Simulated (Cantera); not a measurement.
Feed: 1 mol Si3N4, 0.27 mol N2O, 310 mol N2, held at 1450 K and 101000 Pa.

Method: chemical equilibrium by Gibbs-energy minimisation in Cantera with the NASA 1993 tables (ideal gas, pure condensed phases). Candidate condensed phases: Si, SiO2, Si2N2O, Si3N4; 16 gas species. Mutual solubility and eutectic melting of coexisting phases are not modelled. Kinetics and transport are ignored.

Base state: N2 1.00 (mole fractions); condensed: Si2N2O(s) + Si3N4(s).

Q: What changes in the equilibrium state with this change: temperature from 1450 K to 2148 K?

A: 
| species | before | after |
|---|---|---|
| N2 | 1.00 | 0.999 |
| SiO | 6.23e-9 | 0.000869 |
| Si | <1e-9 | 0.000215 |
| Si2N | <1e-9 | 4.63e-5 |
| SiN | <1e-9 | 4.06e-5 |
| Si2N2O(s), mol | 0.270 | 0 |
| Si3N4(s), mol | 0.820 | 0.873 |
The tables' values for SiN are old estimates; treat these amounts as uncertain.

Q: What changes in the equilibrium state with this change: Si3N4 replaced by SiC?

A: 
```json
[
 {"species": "N2", "before": "1.00", "after": "1.000"},
 {"species": "CO", "before": "0", "after": "3.57e-5"},
 {"species": "Si2N2O(s), mol", "before": "0.270", "after": "0.259"},
 {"species": "Si3N4(s), mol", "before": "0.820", "after": "0.161"},
 {"species": "C(graphite), mol", "before": "0", "after": "0.989"}
]
```
Further candidate phases: C, SiC.
